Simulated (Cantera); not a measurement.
## Equilibrium for halide evaporation, hydrolysis and transport: CaF2 + HF + N2

Feed: 1 mol CaF2, 0.99 mol HF, 250 mol N2, equilibrated at 100000 Pa.

These are equilibrium values from Cantera (NASA tables, ideal gas, pure condensed phases), not measurements of a reactor. Candidate condensed phases: Ca, CaF2; 25 gas species. The numbers say what is thermodynamically allowed, not how fast it happens.

| T (K) | log p N2 | log p HF | log p CaF2 | log p F | log p H | log p H2 | log p CaF | n CaF2(s) | n CaF2(l) |
|---|---|---|---|---|---|---|---|---|---|
| 1550 | 0.00 | -2.40 | -5.22 | -7.43 | -8.39 | -7.78 | -11.63 | 0.998 | 0 |
| 1600 | 0.00 | -2.40 | -4.80 | -7.17 | -8.03 | -7.53 | -10.85 | 0.996 | 0 |
| 1650 | 0.00 | -2.40 | -4.42 | -6.93 | -7.70 | -7.31 | -10.12 | 0.990 | 0 |
| 1700 | 0.00 | -2.40 | -4.06 | -6.70 | -7.38 | -7.10 | -9.44 | 0 | 0.978 |
| 1750 | 0.00 | -2.40 | -3.75 | -6.48 | -7.08 | -6.90 | -8.83 | 0 | 0.956 |
| 1800 | 0.00 | -2.40 | -3.46 | -6.27 | -6.81 | -6.72 | -8.25 | 0 | 0.913 |
| 1850 | 0.00 | -2.40 | -3.19 | -6.07 | -6.55 | -6.56 | -7.71 | 0 | 0.836 |
| 1900 | 0.00 | -2.40 | -2.93 | -5.87 | -6.30 | -6.41 | -7.21 | 0 | 0.703 |
log p: log10 of the partial pressure in bar; n: condensed amount in mol.

From 1550 K to 1650 K the condensed part is CaF2(s). From 1700 K to 1900 K the condensed part is CaF2(l). The main Ca-bearing gas is CaF2 throughout. The share of Ca in condensed phases is highest at 1550 K (99.8 %) and lowest at 1900 K (70.3 %).
